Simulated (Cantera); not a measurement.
A Cantera script and what it prints.

```python
import numpy as np
import cantera as ct

gas_names = """
    H HI HNO HNO2 HNO3 HO2 H2 H2O H2O2 I I2 N NH NH2 NH3 NH2OH NO NO2 NO3 N2 N2H2 N2H4 N2O O OH O2 O3
""".split()
cond_names = """
    H2O(s) H2O(L) I2(cr) I2(L)
""".split()


# ... load() reads the species with a 1 bar reference pressure and builds the phases ...
atoms = {
    'HI': {'H': 1, 'I': 1},
    'H2O': {'H': 2, 'O': 1},
    'N2': {'N': 2},
}
top_T = {}  # K; cautious upper limits of use, not melting points


# ... equilibrate(T, P, feed) seeds the gas with the atoms and calls Mixture.equilibrate('TP', solver="vcs", rtol=1e-11, max_steps=5000) ...
results = []
feed = {'HI': 1, 'H2O': 0.054, 'N2': 0.38}  # mol
T = 1973  # K
P = 98000  # Pa
mix = equilibrate(T, P, feed)
results.append((T, P, feed, dict(zip(mix.species_names, mix.species_moles))))
x = sorted(zip(gas.X, gas.species_names), reverse=True)
print(f"T = {T:g} K  P = {P:g} Pa  gas = {mix.phase_moles(0):.4g} mol")
print("   x: " + "  ".join(f"{s} {v:.3e}" for v, s in x if v > 0.0001))
print("   condensed (mol): " + ("  ".join(f"{mix.phase(i).name} {mix.phase_moles(i):.4g}"
      for i in range(1, mix.n_phases) if mix.phase_moles(i) > 1e-12) or "none"))
```

It prints:

```
T = 1973 K  P = 98000 Pa  gas = 1.813 mol
   x: I 4.172e-01  H2 2.139e-01  N2 2.096e-01  HI 1.233e-01  H2O 2.978e-02  I2 5.624e-03  H 6.304e-04
   condensed (mol): none
```

Method: chemical equilibrium by Gibbs-energy minimisation in Cantera with the NASA 1993 tables (ideal gas, pure condensed phases).
